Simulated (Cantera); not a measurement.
A closed system holds: 1 mol Cu, 4.3 mol F₂, held at 1023.15 K and 2.60 Pa.

These are equilibrium values from Cantera (NASA tables, ideal gas, pure condensed phases), not measurements of a reactor. Candidate condensed phases: Cu, CuF₂; 6 gas species. Kinetics and transport are ignored.

Base state: F 0.867, CuF₂ 0.132, F₂ 0.00130 (mole fractions); condensed: gas only.

Q: What changes in the equilibrium state with this change: pressure from 2.60 Pa to 13.3 mbar?

A: 
| species | before | after |
|---|---|---|
| F | 0.867 | 0.638 |
| F₂ | 0.00130 | 0.360 |
| CuF₂ | 0.132 | 0.00179 |
| CuF₂(s), mol | 0 | 0.991 |
